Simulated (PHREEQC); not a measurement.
A PHREEQC input (ion-association model, phreeqc.dat):

```
SOLUTION 1
  temp 51
  units mg/kgw
  pH 7.83
  pe 8.4
  Na 514
  K 144
  Ca 92.1
  Mg 45.4
  Cl 133
  S(6) 1100 as SO4
  Alkalinity 548 as HCO3
  Si 12.7 as SiO2
  Pb 0.739
END
USE solution 1
EQUILIBRIUM_PHASES 1
  Chalcedon 0 0
  Gypsum 0 0
  CO2(g) -3.4 10
END
```

It stops with these messages:

```
ERROR: Phase not found in database, Chalcedon.
ERROR: Calculations terminating due to input errors.
```

The fault: the phase Chalcedony misspelt. The line should read `Chalcedony` where the input has `Chalcedon`. With the mend the run ends at pH 9.03 and ionic strength 0.0417 mol/kgw.
